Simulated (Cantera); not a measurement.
Cantera run:

```python
import numpy as np
import cantera as ct

gas_names = """
    N N2 Si SiN Si2 Si2N Si3
""".split()
cond_names = """
    Si(cr) Si(L) Si3N4(a)
""".split()


# ... load() reads the species with a 1 bar reference pressure and builds the phases ...
atoms = {
    'Si3N4': {'Si': 3, 'N': 4},
    'N2': {'N': 2},
}
top_T = {'Si3N4(a)': 2400}  # K; cautious upper limits of use, not melting points


# ... equilibrate(T, P, feed) seeds the gas with the atoms and calls Mixture.equilibrate('TP', solver="vcs", rtol=1e-11, max_steps=5000) ...
results = []
feed = {'Si3N4': 1, 'N2': 4.9}  # mol
P = 13332.2  # Pa
for T in [1598, 1748, 1898, 2048, 2198, 2348, 2498, 2648, 2798]:
    mix = equilibrate(T, P, feed)
    results.append((T, P, feed, dict(zip(mix.species_names, mix.species_moles))))

top = {s: max(r[3][s] / sum(r[3][g] for g in gas_names) for r in results) for s in gas_names}
cols = sorted((s for s in top if top[s] > 0.0001), key=lambda s: -top[s])[:9]
seen = [c for c in cond_names if any(r[3].get(c, 0) > 1e-12 for r in results)]
print("log10 of partial pressures in bar; condensed amounts in mol")
print(f"{'T/K':>10s}" + "".join(f"{s[:9]:>10s}" for s in cols + seen))
for T, P, feed, n in results:
    ng = sum(n[g] for g in gas_names)
    print(f"{T:10.4g}" + "".join(f"{np.log10(max(n[s] / ng * P / 1e5, 1e-99)):10.3f}" for s in cols)
          + "".join(f"{n.get(c, 0):10.4g}" for c in seen))
```

It prints:

```
log10 of partial pressures in bar; condensed amounts in mol
       T/K        N2        Si       Si2       SiN      Si2N       Si3     Si(L)  Si3N4(a)
      1598    -0.875    -8.805   -13.190    -9.304   -10.856   -15.628         0         1
      1748    -0.875    -6.877   -10.206    -7.600    -8.408   -11.857         0         1
      1898    -0.875    -5.259    -7.705    -6.170    -6.357    -8.700         0    0.9999
      2048    -0.875    -4.122    -6.057    -5.192    -5.093    -6.736     2.995         0
      2198    -0.876    -3.442    -5.239    -4.651    -4.607    -5.948     2.977         0
      2348    -0.880    -2.850    -4.528    -4.181    -4.187    -5.265     2.912         0
      2498    -0.892    -2.330    -3.905    -3.772    -3.823    -4.667     2.706         0
      2648    -0.926    -1.870    -3.354    -3.421    -3.515    -4.140     2.096         0
      2798    -1.019    -1.460    -2.865    -3.140    -3.272    -3.673    0.1501         0
```

These are equilibrium values from Cantera (NASA tables, ideal gas, pure condensed phases), not measurements of a reactor. The tables' values for SiN are old estimates; treat these amounts as uncertain.
